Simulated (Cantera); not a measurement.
A perfectly stirred reactor is fed with N₂O : H₂ : N₂ = 1 : 0.02 : 0.93 (molar parts), at 0.132 atm; it is held at 1273 K, and followed from long to short residence time.

Model: GRI-Mech 3.0 (53 species, 325 reactions), integrated in Cantera. GRI-Mech 3.0 was tuned for natural gas; its chemistry of N2O as a main component is partial and can be far from experiment. The mechanism lacks the step 2 NO + O2 → 2 NO2, which can matter for NO2 below about 1400 K. The temperature is held fixed by assumption; the heat of reaction is taken as removed at once.

Question: Predict: x(N₂O) at τ = 2.30 s; x(H₂) at τ = 2.30 s; x(NO) at τ = 2.30 s; x(NO₂) at τ = 2.30 s; x(O₂) at τ = 2.30 s; x(N₂O) at τ = 73.0 ms; x(H₂) at τ = 73.0 ms; x(NO) at τ = 73.0 ms; x(NO₂) at τ = 73.0 ms; x(O₂) at τ = 73.0 ms.

Answer: 
| Property | Result |
|---|---|
| x(N₂O) at τ = 2.30 s | 0.266 |
| x(H₂) at τ = 2.30 s | 4.63e-5 |
| x(NO) at τ = 2.30 s | 0.0230 |
| x(NO₂) at τ = 2.30 s | 0.000141 |
| x(O₂) at τ = 2.30 s | 0.0828 |
| x(N₂O) at τ = 73.0 ms | 0.489 |
| x(H₂) at τ = 73.0 ms | 0.000983 |
| x(NO) at τ = 73.0 ms | 0.00141 |
| x(NO₂) at τ = 73.0 ms | 4.77e-5 |
| x(O₂) at τ = 73.0 ms | 0.00488 |
